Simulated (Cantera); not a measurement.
# Gas activation for diamond growth

An isothermal, constant-pressure homogeneous reactor starts with 0.258 % CH4, 99.3 % H2, 0.377 % O2, 0.109 % N2, at 2950 K and 4500 Pa.

Cantera simulation using GRI-Mech 3.0 (53 species, 325 reactions); the numbers are that mechanism's predictions, not measurements. Radical loss at walls, strong at low pressure, is not modelled.

```tsv
t (s)	x CH4	x H2	x O2	x H2O2	x CO2	x OH	x C2H6
0.000400	0.00116	0.948	1.63e-8	2.07e-12	1.42e-7	0.000101	1.63e-8
0.00104	0.000356	0.920	2.22e-8	2.89e-12	2.90e-7	0.000165	2.50e-9
0.00273	6.03e-5	0.884	4.36e-8	3.68e-12	9.41e-7	0.000225	1.02e-10
0.00711	3.70e-6	0.820	7.85e-8	3.75e-12	1.61e-6	0.000290	<1e-12
0.0186	3.92e-12	0.705	2.44e-7	5.86e-12	1.56e-6	0.000473	<1e-12
0.0485	<1e-12	0.579	5.99e-7	7.69e-12	1.43e-6	0.000672	<1e-12
0.126	<1e-12	0.530	7.95e-7	8.06e-12	1.36e-6	0.000741	<1e-12
0.330	<1e-12	0.528	8.06e-7	8.08e-12	1.36e-6	0.000744	<1e-12
0.862	<1e-12	0.528	8.06e-7	8.08e-12	1.36e-6	0.000744	<1e-12
2.25	<1e-12	0.528	8.06e-7	8.08e-12	1.36e-6	0.000744	<1e-12
5.87	<1e-12	0.528	8.06e-7	8.08e-12	1.36e-6	0.000744	<1e-12
15.3	<1e-12	0.528	8.06e-7	8.08e-12	1.36e-6	0.000744	<1e-12
40.0	<1e-12	0.528	8.06e-7	8.08e-12	1.36e-6	0.000744	<1e-12
```
x: mole fraction; the columns are a selection and need not sum to one.

Equilibrium at this temperature and pressure: CH4 <1e-12, H2 0.528, O2 8.06e-7, H2O2 8.08e-12, CO2 1.36e-6, OH 0.000744, C2H6 <1e-12 (gas phase only).
